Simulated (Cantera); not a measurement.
Input (Python, Cantera):

```python
import numpy as np
import cantera as ct

gas = ct.Solution("gri30.yaml")
gas.TPX = 1100, 100000, {'CO': 1, 'H2': 1.5, 'O2': 0.658, 'N2': 7.24}
reactor = ct.IdealGasConstPressureReactor(gas, energy="on", clone=False)
net = ct.ReactorNet([reactor])
net.rtol, net.atol = 1e-08, 1e-16
show = ['CO', 'H2', 'O2', 'NO', 'H2O', 'HO2', 'H']
times = np.geomspace(4e-06, 0.2, 16)

steps = ct.SolutionArray(gas, extra=["t"])
rows = []
print(f"{'t/s':>10s}{'T/K':>9s}{'P/Pa':>11s}" + "".join(f"{s:>11s}" for s in show))
for t in times:
    while net.time < t:
        t_next = net.step()
        steps.append(gas.state, t=t_next)
    rows.append([np.interp(t, steps.t, y) for y in (steps.T, steps.P, *steps(*show).X.T)])
    print(f"{t:10.3e}{rows[-1][0]:9.1f}{rows[-1][1]:11.4g}" + "".join(f"{x:11.3e}" for x in rows[-1][2:]))
rate = np.gradient(steps.T, steps.t)
print("integrator steps:", len(steps.t))
if steps.T.max() > steps.T[0] + 200:
    print(f"time of steepest temperature rise: {steps.t[rate.argmax()]:.4e} s")
gas.TPX = 1100, 100000, {'CO': 1, 'H2': 1.5, 'O2': 0.658, 'N2': 7.24}
gas.equilibrate("HP")
print(f"equilibrium (HP): T = {gas.T:.1f} K  " + "  ".join(f"{s} {gas[s].X[0]:.3e}" for s in show))
```

Output:

```
       t/s      T/K       P/Pa         CO         H2         O2         NO        H2O        HO2          H
 4.000e-06   1100.0      1e+05  9.617e-02  1.443e-01  6.328e-02  3.429e-22  1.784e-10  3.529e-10  5.674e-10
 8.229e-06   1100.0      1e+05  9.617e-02  1.443e-01  6.328e-02  1.632e-21  7.982e-10  8.415e-10  1.539e-09
 1.693e-05   1100.0      1e+05  9.617e-02  1.443e-01  6.328e-02  1.139e-20  4.142e-09  2.475e-09  4.997e-09
 3.482e-05   1100.0      1e+05  9.617e-02  1.443e-01  6.328e-02  2.508e-19  3.281e-08  1.249e-08  2.737e-08
 7.163e-05   1100.0      1e+05  9.617e-02  1.443e-01  6.328e-02  1.010e-16  8.135e-07  2.529e-07  5.783e-07
 1.474e-04   1102.1      1e+05  9.613e-02  1.435e-01  6.293e-02  3.331e-11  5.519e-04  3.371e-05  3.284e-04
 3.031e-04   1784.9      1e+05  6.572e-02  4.555e-02  1.656e-03  1.988e-05  8.858e-02  6.743e-07  2.979e-02
 6.236e-04   1944.2      1e+05  6.918e-02  4.782e-02  3.524e-04  2.869e-05  9.810e-02  1.540e-07  1.166e-02
 1.283e-03   1997.9      1e+05  7.037e-02  4.898e-02  7.672e-05  3.093e-05  1.014e-01  3.838e-08  5.235e-03
 2.639e-03   2019.9      1e+05  7.090e-02  4.959e-02  1.733e-05  3.159e-05  1.027e-01  8.960e-09  2.461e-03
 5.429e-03   2029.5      1e+05  7.115e-02  4.989e-02  4.229e-06  3.168e-05  1.033e-01  1.981e-09  1.213e-03
 1.117e-02   2033.6      1e+05  7.125e-02  5.003e-02  1.298e-06  3.139e-05  1.035e-01  5.317e-10  6.741e-04
 2.297e-02   2035.0      1e+05  7.129e-02  5.007e-02  6.867e-07  3.079e-05  1.036e-01  2.649e-10  4.923e-04
 4.726e-02   2035.2      1e+05  7.130e-02  5.008e-02  6.109e-07  2.993e-05  1.036e-01  2.338e-10  4.649e-04
 9.722e-02   2035.2      1e+05  7.130e-02  5.008e-02  6.093e-07  2.844e-05  1.036e-01  2.332e-10  4.643e-04
 2.000e-01   2035.2      1e+05  7.130e-02  5.008e-02  6.095e-07  2.591e-05  1.036e-01  2.333e-10  4.643e-04
integrator steps: 1572
time of steepest temperature rise: 2.0037e-04 s
equilibrium (HP): T = 2035.3 K  CO 7.129e-02  H2 5.007e-02  O2 6.105e-07  NO 1.401e-05  H2O 1.036e-01  HO2 2.336e-10  H 4.646e-04
```

Cantera simulation using GRI-Mech 3.0 (53 species, 325 reactions); the numbers are that mechanism's predictions, not measurements.
